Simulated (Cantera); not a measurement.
A closed system holds: 1 mol C₆H₆, 6.5 mol H₂, equilibrated at 1.80 mbar.

Method: chemical equilibrium by Gibbs-energy minimisation in Cantera with the NASA 1993 tables (ideal gas, pure condensed phases). Candidate condensed phases: C, C₆H₆, C₇H₈, C₈H₁₈; 76 gas species. The numbers say what is thermodynamically allowed, not how fast it happens.

### Question
What share of the C ends up in condensed phases as a function of T (K), at 1850, 1925, 2000, 2075, 2150, 2225, 2300, 2375, 2450, 2525, 2600, 2675, 2750, 2825?

### Answer
| T (K) | C condensed (%) | as |
|---|---|---|
| 1850 | 99.9 | C(graphite) |
| 1925 | 99.9 | C(graphite) |
| 2000 | 99.8 | C(graphite) |
| 2075 | 99.6 | C(graphite) |
| 2150 | 99.4 | C(graphite) |
| 2225 | 99.1 | C(graphite) |
| 2300 | 98.8 | C(graphite) |
| 2375 | 98.3 | C(graphite) |
| 2450 | 97.7 | C(graphite) |
| 2525 | 96.9 | C(graphite) |
| 2600 | 95.6 | C(graphite) |
| 2675 | 93.1 | C(graphite) |
| 2750 | 86.9 | C(graphite) |
| 2825 | 71.5 | C(graphite) |
